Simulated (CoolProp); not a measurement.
Saturation properties of nitrogen.

Computed with CoolProp (reference Helmholtz-energy equation of state, Span 2000).

```json
[
 {"T (K)": "90.5", "p (kPa)": "376.1", "vapour density (kg/m³)": "15.70", "enthalpy of vaporisation (kJ/kg)": "179.6", "liquid cp (kJ/(kg K))": "2.147", "surface tension (mN/m)": "6.01", "liquid conductivity (mW/(m K))": "119"},
 {"T (K)": "93", "p (kPa)": "462.1", "vapour density (kg/m³)": "[?]", "enthalpy of vaporisation (kJ/kg)": "175.2", "liquid cp (kJ/(kg K))": "2.181", "surface tension (mN/m)": "5.49", "liquid conductivity (mW/(m K))": "114"},
 {"T (K)": "95.5", "p (kPa)": "561.5", "vapour density (kg/m³)": "23.12", "enthalpy of vaporisation (kJ/kg)": "170.4", "liquid cp (kJ/(kg K))": "2.221", "surface tension (mN/m)": "4.98", "liquid conductivity (mW/(m K))": "109"},
 {"T (K)": "97.9", "p (kPa)": "670.8", "vapour density (kg/m³)": "27.54", "enthalpy of vaporisation (kJ/kg)": "165.5", "liquid cp (kJ/(kg K))": "2.269", "surface tension (mN/m)": "4.50", "liquid conductivity (mW/(m K))": "[?]"},
 {"T (K)": "100.4", "p (kPa)": "800.1", "vapour density (kg/m³)": "[?]", "enthalpy of vaporisation (kJ/kg)": "160.1", "liquid cp (kJ/(kg K))": "[?]", "surface tension (mN/m)": "4.01", "liquid conductivity (mW/(m K))": "99.3"},
 {"T (K)": "102.9", "p (kPa)": "946.4", "vapour density (kg/m³)": "39.03", "enthalpy of vaporisation (kJ/kg)": "154.2", "liquid cp (kJ/(kg K))": "2.402", "surface tension (mN/m)": "3.53", "liquid conductivity (mW/(m K))": "94.4"},
 {"T (K)": "105.4", "p (kPa)": "1111", "vapour density (kg/m³)": "46.18", "enthalpy of vaporisation (kJ/kg)": "147.8", "liquid cp (kJ/(kg K))": "2.495", "surface tension (mN/m)": "3.06", "liquid conductivity (mW/(m K))": "[?]"},
 {"T (K)": "107.8", "p (kPa)": "1287", "vapour density (kg/m³)": "54.14", "enthalpy of vaporisation (kJ/kg)": "141.0", "liquid cp (kJ/(kg K))": "2.609", "surface tension (mN/m)": "2.63", "liquid conductivity (mW/(m K))": "84.8"},
 {"T (K)": "110.3", "p (kPa)": "1491", "vapour density (kg/m³)": "63.83", "enthalpy of vaporisation (kJ/kg)": "133.4", "liquid cp (kJ/(kg K))": "2.764", "surface tension (mN/m)": "2.19", "liquid conductivity (mW/(m K))": "[?]"},
 {"T (K)": "112.8", "p (kPa)": "1718", "vapour density (kg/m³)": "75.30", "enthalpy of vaporisation (kJ/kg)": "124.8", "liquid cp (kJ/(kg K))": "2.977", "surface tension (mN/m)": "1.77", "liquid conductivity (mW/(m K))": "74.9"},
 {"T (K)": "115.2", "p (kPa)": "1958", "vapour density (kg/m³)": "88.49", "enthalpy of vaporisation (kJ/kg)": "115.5", "liquid cp (kJ/(kg K))": "3.269", "surface tension (mN/m)": "1.38", "liquid conductivity (mW/(m K))": "70.2"},
 {"T (K)": "117.7", "p (kPa)": "2233", "vapour density (kg/m³)": "105.4", "enthalpy of vaporisation (kJ/kg)": "104.3", "liquid cp (kJ/(kg K))": "3.743", "surface tension (mN/m)": "1.00", "liquid conductivity (mW/(m K))": "65.4"},
 {"T (K)": "120.2", "p (kPa)": "2536", "vapour density (kg/m³)": "127.1", "enthalpy of vaporisation (kJ/kg)": "90.86", "liquid cp (kJ/(kg K))": "4.601", "surface tension (mN/m)": "0.650", "liquid conductivity (mW/(m K))": "60.6"},
 {"T (K)": "122.7", "p (kPa)": "2869", "vapour density (kg/m³)": "[?]", "enthalpy of vaporisation (kJ/kg)": "73.47", "liquid cp (kJ/(kg K))": "6.678", "surface tension (mN/m)": "0.332", "liquid conductivity (mW/(m K))": "56.5"}
]
```

**Question.** What belongs in the gaps?

**Answer.** 
- 93, vapour density (kg/m³): 19.13
- 97.9, liquid conductivity (mW/(m K)): 104
- 100.4, vapour density (kg/m³): 32.87
- 100.4, liquid cp (kJ/(kg K)): 2.328
- 105.4, liquid conductivity (mW/(m K)): 89.5
- 110.3, liquid conductivity (mW/(m K)): 79.8
- 122.7, vapour density (kg/m³): 157.4

It boils at 77.4 K under 1 atm.

Thermal conductivity comes from a separate model (Lemmon 2004). Surface tension comes from a separate correlation (Mulero 2012).
